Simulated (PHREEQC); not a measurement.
A PHREEQC input (ion-association model, wateq4f.dat):

```
SOLUTION 1
  temp 25
  units mg/L
  pH 6.51
  pe 9.6
  Na 3.35
  K 0.176
  Ca 4.28
  Mg 0.874
  Cl 1.8
  S(6) 0.0212 as SO4
  Alkalinity 22.1 as HCO3
  Ba 0.204
  Cd 0.0426
  Br 0.0404
  Sr 0.0919
  Ni 0.00302
END
USE solution 1
EQUILIBRUM_PHASES 1
  Quartz 0 0.5
  CO2(g) -2 10
END
```

The run finishes with these warnings:
```
WARNING: Unknown input, no keyword has been specified.
WARNING: 	  Quartz 0 0.5
WARNING: 	  CO2(g) -2 10
```

Its last state differs from that of the intended input:

| quantity | as run | intended |
|---|---|---|
| pH | 6.51 | 6.37 |
| CO2 (mol/kgw) | 0.000245 | 0.000340 |
| CO3-2 (mol/kgw) | 5.95e-8 | 4.28e-8 |
| NiCO3 (mol/kgw) | 1.30e-8 | 1.01e-8 |
| CaCO3 (mol/kgw) | 8.54e-9 | 6.14e-9 |
| SI of Otavite (CdCO3) | -1.65 | -1.79 |

The fault: the keyword misspelt. The line should read `EQUILIBRIUM_PHASES 1` where the input has `EQUILIBRUM_PHASES 1`.
